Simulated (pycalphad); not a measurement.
CALPHAD calculation (pycalphad, COST 507 light-alloy database (1999)), 1 atm. These are 1990s assessments: newer ones move some temperatures and phases. Not assessed as a whole: an extrapolation from subsystems, which can miss ternary compounds. Amounts are mole fractions of atoms.

Task: Give the equilibrium state of Mg-2.28Si-12.78Y (at.%) at 570 K.

Result: 
```
T = 570.00 K, P = 101325 Pa, N = 1 mol of atoms
G = -29763 J/mol, H = -1139 J/mol, S = 50.22 J/(mol K)  (SER reference)
chemical potentials (J/mol): Mg -21200, Si -124788, Y -69726
phase             fraction      x(Mg)      x(Si)       x(Y)
MG24Y5              0.5822     0.8522       none     0.1478
HCP_A3              0.3570     0.9894   7.08e-14     0.0106
SI3Y5               0.0608       none     0.3750     0.6250
```

Task: Give the equilibrium state of Mg-2.28Si-12.78Y (at.%) at 970 K.

Result: 
```
T = 970.00 K, P = 101325 Pa, N = 1 mol of atoms
G = -54521 J/mol, H = 19642 J/mol, S = 76.46 J/(mol K)  (SER reference)
chemical potentials (J/mol): Mg -46246, Si -135650, Y -95042
phase             fraction      x(Mg)      x(Si)       x(Y)
LIQUID              0.9395     0.9041   0.000128     0.0958
SI3Y5               0.0605       none     0.3750     0.6250
```

Database names, with the compositions (at.%) that they take in these runs: SI3Y5: Y 62 Si 37; MG24Y5: Mg 84-86 Y 14-16. HCP_A3 is hcp. An entry "none" or "no" means that the model of the phase leaves that element out.
